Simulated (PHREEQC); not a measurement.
## Polishing slurry liquid: speciation

Consider water at 50 °C with 0.28 mol/kgw TMAH and 0.00098 mol/kgw K2SO4. Closed to the air; pH follows from the charge balance.

The numbers come from PHREEQC with the ion-association model, wateq4f.dat.

No solid was allowed to form.

Question: Predict the pH, activity of water.

Answer: pH 12.55; activity of water 0.990.

(CH3)4N+ isn't in the database: it is added as a free cation with an ion size of 4 Å. At this temperature some constants are extrapolated from 25 °C, and those without enthalpy data are left unchanged.
